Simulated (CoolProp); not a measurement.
The numbers come from the reference Helmholtz-energy equation of state, Span 2000 in CoolProp.

### Question
For nitrogen, give the phase and the viscosity (µPa s) at 291.5 K and 14.8 bar.

### Answer
- 291.5 K and 14.8 bar: gas; viscosity 17.7

Viscosity comes from a separate model (Lemmon 2004).
